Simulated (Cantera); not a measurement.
A Cantera script and what it prints.

```python
import numpy as np
import cantera as ct

gas_names = """
    H HO2 H2 H2O H2O2 O OH O2 O3 Zr ZrO ZrO2
""".split()
cond_names = """
    H2O(s) H2O(L) Zr(a) Zr(b) Zr(L) ZrO2(a) ZrO2(b) ZrO2(L)
""".split()


# ... load() reads the species with a 1 bar reference pressure and builds the phases ...
atoms = {
    'ZrO2': {'Zr': 1, 'O': 2},
    'H2': {'H': 2},
    'H2O': {'H': 2, 'O': 1},
}
top_T = {}  # K; cautious upper limits of use, not melting points


# ... equilibrate(T, P, feed) seeds the gas with the atoms and calls Mixture.equilibrate('TP', solver="vcs", rtol=1e-11, max_steps=5000) ...
results = []
feed = {'ZrO2': 1, 'H2': 740, 'H2O': 0.42}  # mol
P = 22000  # Pa
for T in [1375, 1425, 1475, 1525, 1575, 1625, 1675, 1725, 1775, 1825, 1875, 1925]:
    mix = equilibrate(T, P, feed)
    results.append((T, P, feed, dict(zip(mix.species_names, mix.species_moles))))

top = {s: max(r[3][s] / sum(r[3][g] for g in gas_names) for r in results) for s in gas_names}
cols = sorted((s for s in top if top[s] > 0.001), key=lambda s: -top[s])[:8]
seen = [c for c in cond_names if any(r[3].get(c, 0) > 1e-12 for r in results)]
print("log10 of partial pressures in bar; condensed amounts in mol")
print(f"{'T/K':>10s}" + "".join(f"{s[:9]:>10s}" for s in cols + seen))
for T, P, feed, n in results:
    ng = sum(n[g] for g in gas_names)
    print(f"{T:10.4g}" + "".join(f"{np.log10(max(n[s] / ng * P / 1e5, 1e-99)):10.3f}" for s in cols)
          + "".join(f"{n.get(c, 0):10.4g}" for c in seen))
```

It prints:

```
log10 of partial pressures in bar; condensed amounts in mol
       T/K        H2         H   ZrO2(a)   ZrO2(b)
      1375    -0.658    -5.794         1         0
      1425    -0.658    -5.495         1         0
      1475    -0.658    -5.216         1         0
      1525    -0.658    -4.955         0         1
      1575    -0.658    -4.710         0         1
      1625    -0.658    -4.480         0         1
      1675    -0.658    -4.264         0         1
      1725    -0.658    -4.060         0         1
      1775    -0.658    -3.867         0         1
      1825    -0.658    -3.685         0         1
      1875    -0.658    -3.513         0         1
      1925    -0.659    -3.349         0         1
```

These are equilibrium values from Cantera (NASA tables, ideal gas, pure condensed phases), not measurements of a reactor.
